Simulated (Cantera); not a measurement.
# CH₃Cl (fluorocarbon and chlorocarbon gases)

Input: 1 mol CH₃Cl, equilibrated at 42.0 Pa.

Equilibrium computed with Cantera from the NASA thermochemical tables; the gas is ideal and each condensed phase is pure. Candidate condensed phases: C, C₆H₆, C₇H₈, C₈H₁₈; 91 gas species. The numbers say what is thermodynamically allowed, not how fast it happens.

From 1473 K to 1823 K the condensed part is C(graphite). The main C-bearing gas is C₂H₂ (acetylene) throughout.

```
T (K)  log p H₂  log p HCl  log p H  log p Cl  log p C₂H₂ (acetylene)  log p Cl₂  log p CH₄  log p C₂HCl  n C(graphite)
-----  --------  ---------  -------  --------  ----------------------  ---------  ---------  -----------  -------------
1473      -3.68      -3.68    -6.74     -6.83                   -8.86     -11.03      -9.89       -12.04          1.000
1523      -3.68      -3.68    -6.48     -6.57                   -8.61     -10.81      -9.99       -11.68          1.000
1573      -3.68      -3.68    -6.23     -6.33                   -8.36     -10.60     -10.09       -11.35          1.000
1623      -3.68      -3.68    -6.00     -6.10                   -8.14     -10.41     -10.19       -11.03          1.000
1673      -3.68      -3.68    -5.78     -5.89                   -7.92     -10.23     -10.28       -10.74          1.000
1723      -3.68      -3.68    -5.58     -5.69                   -7.72     -10.06     -10.36       -10.46          1.000
1773      -3.68      -3.69    -5.39     -5.51                   -7.54      -9.90     -10.44       -10.21          1.000
1823      -3.69      -3.69    -5.21     -5.33                   -7.36      -9.76     -10.52        -9.96          1.000
```
log p: log10 of the partial pressure in bar; n: condensed amount in mol.
